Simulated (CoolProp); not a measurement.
Vapour-liquid equilibrium of cyclohexane (1) + dimethyl carbonate (2) at 0.573 MPa; x and y are mole fractions of (1).

Values from CoolProp's multi-fluid Helmholtz-energy mixture model, Zhou 2014 and Zhou 2011; pair parameters Bell 2016.

Task: Give the bubble temperature and the first vapour's composition at x = 0.65, 0.8, 0.95. Is there an azeotrope?

Result: x = 0.65: 140.6 °C, y = 0.608; x = 0.8: 142.4 °C, y = 0.708; x = 0.95: 148.1 °C, y = 0.893. y crosses x between x = 0.5 and 0.65: the model has an azeotrope there.

The pair parameters rest on a limited set of measurements; away from them the model extrapolates.
